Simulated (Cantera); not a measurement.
What does this Cantera script print?

```python
import numpy as np
import cantera as ct

gas_names = """
    H H2 H2S N NH NH2 NH3 N2 N2H2 N2H4 S SH SN S2 S8
""".split()
cond_names = """
    S(cr1) S(cr2) S(L)
""".split()


def load(file, names, dense=False):
    # The tables refer to 1 bar. Condensed volumes are neglected.
    table = {s.name: s for s in ct.Species.list_from_file(file)}
    out = []
    for n in names:
        d = dict(table[n].input_data)
        d["thermo"] = dict(d["thermo"], **{"reference-pressure": 1e5})
        if dense:
            d["equation-of-state"] = {"model": "constant-volume", "density": "1e6 g/cm^3"}
        out.append(ct.Species.from_dict(d))
    return out


gas = ct.Solution(thermo="ideal-gas", species=load("nasa_gas.yaml", gas_names))
cond = {s.name: ct.Solution(thermo="fixed-stoichiometry", species=[s], name=s.name)
        for s in load("nasa_condensed.yaml", cond_names, dense=True)}
atoms = {
    'S': {'S': 1},
    'H2': {'H': 2},
    'N2': {'N': 2},
}
top_T = {}  # K; cautious upper limits of use, not melting points


def equilibrate(T, P, feed):
    n = {}
    for name, mol in feed.items():
        for a, k in atoms[name].items():
            n[a] = n.get(a, 0.0) + k * mol
    gas.TPX = T, P, n
    mass = sum(n.values()) * gas.mean_molecular_weight
    gas.equilibrate("TP")
    valid = [c for c in cond.values() if c.min_temp <= T <= top_T.get(c.name, c.max_temp)]
    mix = ct.Mixture([(gas, mass / gas.mean_molecular_weight)] + [(c, 0.0) for c in valid])
    mix.T, mix.P = T, P
    mix.equilibrate("TP", solver="vcs", rtol=1e-11, max_steps=5000)
    return mix


results = []
feed = {'S': 1, 'H2': 0.12, 'N2': 26}  # mol
P = 13332.2  # Pa
for T in [1125, 1225, 1325, 1425, 1525, 1625, 1725, 1825, 1925, 2025, 2125, 2225, 2325]:
    mix = equilibrate(T, P, feed)
    results.append((T, P, feed, dict(zip(mix.species_names, mix.species_moles))))

top = {s: max(r[3][s] / sum(r[3][g] for g in gas_names) for r in results) for s in gas_names}
cols = sorted((s for s in top if top[s] > 0.0001), key=lambda s: -top[s])[:5]
seen = [c for c in cond_names if any(r[3].get(c, 0) > 1e-12 for r in results)]
print("log10 of partial pressures in bar; condensed amounts in mol")
print(f"{'T/K':>10s}" + "".join(f"{s[:9]:>10s}" for s in cols + seen))
for T, P, feed, n in results:
    ng = sum(n[g] for g in gas_names)
    print(f"{T:10.4g}" + "".join(f"{np.log10(max(n[s] / ng * P / 1e5, 1e-99)):10.3f}" for s in cols)
          + "".join(f"{n.get(c, 0):10.4g}" for c in seen))
```

Result:

```
log10 of partial pressures in bar; condensed amounts in mol
       T/K        N2        S2         S        H2       H2S
      1125    -0.885    -2.637    -8.224    -3.692    -3.400
      1225    -0.885    -2.627    -7.399    -3.501    -3.546
      1325    -0.885    -2.618    -6.697    -3.389    -3.722
      1425    -0.885    -2.613    -6.095    -3.327    -3.907
      1525    -0.885    -2.610    -5.572    -3.293    -4.089
      1625    -0.885    -2.609    -5.113    -3.275    -4.262
      1725    -0.885    -2.610    -4.709    -3.267    -4.423
      1825    -0.885    -2.612    -4.349    -3.266    -4.574
      1925    -0.885    -2.618    -4.028    -3.271    -4.716
      2025    -0.886    -2.627    -3.741    -3.282    -4.853
      2125    -0.886    -2.642    -3.484    -3.301    -4.990
      2225    -0.886    -2.666    -3.255    -3.332    -5.132
      2325    -0.887    -2.702    -3.053    -3.377    -5.287
```

Equilibrium computed with Cantera from the NASA thermochemical tables; the gas is ideal and each condensed phase is pure. Gases not in the tables: S3 to S7.
